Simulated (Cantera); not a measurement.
Charge: 1 mol CuO, 0.59 mol C, 0.56 mol CO, equilibrated at 3.00 Torr.

Cantera equilibrium calculation (NASA polynomials, part measured and part estimated; ideal gas, pure solids and liquids). Candidate condensed phases: C, Cu, CuO, Cu₂O; 15 gas species. Equilibrium is a limit: real reactors are often held back by kinetics, nucleation or transport.

x: gas mole fraction; n: condensed amount in mol.

```csv
T (K),x CO,x Cu,x CO₂,x Cu₂,n Cu(s),n Cu(l)
1348,0.643,0.000117,0.356,?,1.000,0
1423,0.643,0.000523,0.356,?,0,0.999
1498,0.642,0.00199,0.356,?,0,0.998
1573,0.639,0.00663,0.354,?,0,0.992
1648,0.631,0.0197,0.349,?,0,0.977
1723,0.609,0.0533,0.337,?,0,0.935
1798,0.558,0.132,0.309,?,0,0.824
1873,0.447,0.304,0.248,?,0,0.494
1948,0.345,0.463,0.191,?,0,0
2023,0.345,0.464,0.190,?,0,0
```

Question: Fill in the missing entries.

Answer: 
- 1348, x Cu₂: 1.51e-8
- 1423, x Cu₂: 1.21e-7
- 1498, x Cu₂: 7.69e-7
- 1573, x Cu₂: 4.07e-6
- 1648, x Cu₂: 1.83e-5
- 1723, x Cu₂: 7.21e-5
- 1798, x Cu₂: 0.000251
- 1873, x Cu₂: 0.000789
- 1948, x Cu₂: 0.00113
- 2023, x Cu₂: 0.000722
